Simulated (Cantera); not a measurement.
Input: 1 mol SiC, 3 mol H₂O, 57 mol N₂, 0.032 mol O₂, equilibrated at 140000 Pa.

Cantera equilibrium calculation (NASA polynomials, part measured and part estimated; ideal gas, pure solids and liquids). Candidate condensed phases: C, C₆H₆, C₇H₈, C₈H₁₈, H₂O, Si, SiC, SiO₂, Si₂N₂O, Si₃N₄; 151 gas species. The tables hold silica as quartz up to 1696 K and as liquid above; real silica turns to tridymite and cristobalite and melts near 1996 K. Kinetics and transport are ignored.

x: gas mole fraction; n: condensed amount in mol.

```
T (°C)   x N₂    x H₂    x CO     x H₂O     x SiO       x H     x CO₂  n SiO₂(β-quartz)  n SiO₂(condensed)  n SiO₂(l)
------  -----  ------  ------  --------  --------  --------  --------  ----------------  -----------------  ---------
827     0.934  0.0483  0.0161  0.000801    <1e-12   4.80e-9  0.000263              1.00                  0          0
927     0.934  0.0483  0.0162  0.000845  1.27e-12   3.67e-8  0.000206              1.00                  0          0
1027    0.934  0.0483  0.0162  0.000882  8.23e-11   2.05e-7  0.000168              1.00                  0          0
1127    0.934  0.0483  0.0163  0.000909   2.91e-9   9.03e-7  0.000141              1.00                  0          0
1227    0.934  0.0482  0.0163  0.000929         …         …         …             1.000                  0          0
1327    0.934  0.0482  0.0163  0.000944   9.36e-7   1.01e-5  0.000106             1.000                  0          0
1427    0.934  0.0482  0.0163  0.000964         …         …   9.54e-5                 0              0.999          0
1527    0.934  0.0481  0.0163   0.00103   7.31e-5   6.64e-5   9.14e-5                 0              0.996          0
1627    0.934  0.0478  0.0163   0.00131  0.000362  0.000147  0.000106                 0              0.978          0
1727    0.933  0.0469  0.0162   0.00206   0.00117  0.000298  0.000155                 0                  0      0.928
1827    0.932  0.0451  0.0161   0.00361   0.00283  0.000559  0.000260                 0                  0      0.827
```

Complete the blanks.


- 1227, x SiO: 6.36e-8
- 1227, x H: 3.27e-6
- 1227, x CO₂: 0.000121
- 1427, x SiO: 9.86e-6
- 1427, x H: 2.73e-5
